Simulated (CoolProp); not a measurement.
Cyclopentane along the isobar 0.101 MPa: Z from the reference equation and from simpler models built on Tc = 511.7 K, pc = 4.583 MPa, ω = 0.202; each cubic takes its own stable root.

The numbers come from the reference Helmholtz-energy equation of state, Gedanitz 2015 in CoolProp.

```json
[
 {"T (K)": "205.7", "phase": "liquid", "reference": "0.005012", "van der Waals": "0.007951", "Redlich-Kwong": "0.005335", "Peng-Robinson": "0.004723"},
 {"T (K)": "225.3", "phase": "liquid", "reference": "0.004675", "van der Waals": "0.007396", "Redlich-Kwong": "0.004968", "Peng-Robinson": "0.004382"},
 {"T (K)": "244.8", "phase": "liquid", "reference": "0.004399", "van der Waals": "0.006944", "Redlich-Kwong": "0.004671", "Peng-Robinson": "0.004104"},
 {"T (K)": "264.4", "phase": "liquid", "reference": "0.004169", "van der Waals": "0.9696", "Redlich-Kwong": "0.004428", "Peng-Robinson": "0.003874"},
 {"T (K)": "284", "phase": "liquid", "reference": "0.003977", "van der Waals": "0.9741", "Redlich-Kwong": "0.004230", "Peng-Robinson": "0.003686"},
 {"T (K)": "303.5", "phase": "liquid", "reference": "0.003818", "van der Waals": "0.9777", "Redlich-Kwong": "0.004073", "Peng-Robinson": "0.003533"},
 {"T (K)": "323.1", "phase": "gas", "reference": "0.9653", "van der Waals": "0.9807", "Redlich-Kwong": "0.9726", "Peng-Robinson": "0.9692"},
 {"T (K)": "342.6", "phase": "gas", "reference": "0.9714", "van der Waals": "0.9831", "Redlich-Kwong": "0.9767", "Peng-Robinson": "0.9737"},
 {"T (K)": "362.2", "phase": "gas", "reference": "0.9761", "van der Waals": "0.9851", "Redlich-Kwong": "0.9800", "Peng-Robinson": "0.9774"},
 {"T (K)": "381.7", "phase": "gas", "reference": "0.9798", "van der Waals": "0.9868", "Redlich-Kwong": "0.9827", "Peng-Robinson": "0.9804"},
 {"T (K)": "401.3", "phase": "gas", "reference": "0.9828", "van der Waals": "0.9883", "Redlich-Kwong": "0.9850", "Peng-Robinson": "0.9830"},
 {"T (K)": "420.9", "phase": "gas", "reference": "0.9853", "van der Waals": "0.9895", "Redlich-Kwong": "0.9868", "Peng-Robinson": "0.9851"},
 {"T (K)": "440.4", "phase": "gas", "reference": "0.9873", "van der Waals": "0.9906", "Redlich-Kwong": "0.9884", "Peng-Robinson": "0.9869"},
 {"T (K)": "460", "phase": "gas", "reference": "0.9889", "van der Waals": "0.9915", "Redlich-Kwong": "0.9898", "Peng-Robinson": "0.9885"},
 {"T (K)": "479.5", "phase": "gas", "reference": "0.9903", "van der Waals": "0.9923", "Redlich-Kwong": "0.9909", "Peng-Robinson": "0.9898"},
 {"T (K)": "499.1", "phase": "gas", "reference": "0.9915", "van der Waals": "0.9930", "Redlich-Kwong": "0.9919", "Peng-Robinson": "0.9909"}
]
```

At some of these states van der Waals gives the other phase, because its saturation line lies elsewhere.
